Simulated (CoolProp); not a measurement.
Vapour-liquid equilibrium of acetone (1) + n-nonane (2) at 190.55 °C; x and y are mole fractions of (1).

Model: multi-fluid Helmholtz-energy mixture model, Lemmon 2006 and Lemmon 2006; pair parameters Bell 2016, in CoolProp.

| x | bubble pressure, mixture model (MPa) | bubble pressure, Raoult's law (MPa) | y, mixture model | y, Raoult's law |
|---|---|---|---|---|
| 0.05 | 0.4252 | 0.3664 | 0.374 | 0.323 |
| 0.15 | 0.7148 | 0.5769 | 0.626 | 0.615 |
| 0.25 | ? | 0.7874 | 0.722 | 0.751 |
| 0.35 | 1.159 | 0.9979 | 0.776 | 0.830 |
| 0.45 | ? | 1.208 | ? | 0.881 |
| 0.55 | 1.505 | 1.419 | ? | 0.917 |
| 0.65 | 1.672 | 1.629 | 0.873 | 0.944 |
| 0.75 | 1.849 | 1.840 | 0.904 | 0.965 |
| 0.85 | 2.042 | 2.050 | 0.938 | 0.981 |
| 0.95 | 2.253 | 2.261 | ? | 0.994 |

**Question.** Some entries are withheld; supply them.

**Answer.** 
- 0.25, bubble pressure, mixture model (MPa): 0.9561
- 0.45, bubble pressure, mixture model (MPa): 1.338
- 0.45, y, mixture model: 0.813
- 0.55, y, mixture model: 0.844
- 0.95, y, mixture model: 0.978

The largest gap from Raoult's law is +23.9 % in bubble pressure, at x = 0.15. No azeotrope shows between x = 0.05 and 0.95.

The pair parameters rest on a limited set of measurements; away from them the model extrapolates. The gap from Raoult's law changes sign with composition, which may be real or a fault of the pair parameters; it wasn't checked against measurements.
